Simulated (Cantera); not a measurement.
Charge: 1 mol SiCl4, 67 mol H2, held at 11.0 mbar.

These are equilibrium values from Cantera (NASA tables, ideal gas, pure condensed phases), not measurements of a reactor. Candidate condensed phases: Si; 19 gas species. The tables' values for SiCl3 are old estimates; treat these amounts as uncertain. Equilibrium is a limit: real reactors are often held back by kinetics, nucleation or transport.

x: gas mole fraction; n: condensed amount in mol.

```csv
T (K),x H2,x HCl,x SiCl4,x SiCl2,x SiHCl3,n Si(s)
948,0.975,0.0126,0.00884,0.000249,0.00307,0.146
1023,0.967,(withheld),(withheld),(withheld),(withheld),(withheld)
1098,0.959,0.0334,0.00338,0.00236,0.00141,0.452
1173,0.952,0.0414,0.00114,0.00409,0.000610,0.548
1248,0.949,0.0445,(withheld),(withheld),(withheld),0.574
1323,0.949,0.0450,6.26e-5,0.00585,6.69e-5,0.569
1398,0.949,0.0449,1.59e-5,0.00625,2.36e-5,0.555
1473,0.949,0.0445,4.56e-6,0.00656,9.13e-6,0.539
```

### Question
What belongs in the gaps?

### Answer

- 1023, x HCl: 0.0223
- 1023, x SiCl4: 0.00638
- 1023, x SiCl2: 0.000917
- 1023, x SiHCl3: 0.00234
- 1023, n Si(s): 0.298
- 1248, x SiCl4: 0.000273
- 1248, x SiCl2: 0.00523
- 1248, x SiHCl3: 0.000205
